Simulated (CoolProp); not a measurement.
Vapour-liquid equilibrium of R22 (1) + n-hexane (2) at 0.221 bar; x and y are mole fractions of (1).

Model: multi-fluid Helmholtz-energy mixture model, Kamei 1995 and Thol 2019; pair parameters Bell 2016, in CoolProp.

Question: Give the bubble temperature and the first vapour's composition at x = 0.05, 0.425, 0.575. Is there an azeotrope?

Answer: x = 0.05: -21.9 °C, y = 0.928; x = 0.425: -61.7 °C, y = 0.998; x = 0.575: -63.9 °C, y = 0.998. No azeotrope shows between x = 0.05 and 0.95.

The pair parameters rest on a limited set of measurements; away from them the model extrapolates. With so large a gap from Raoult's law the liquid may split in two, which this calculation doesn't test in full.
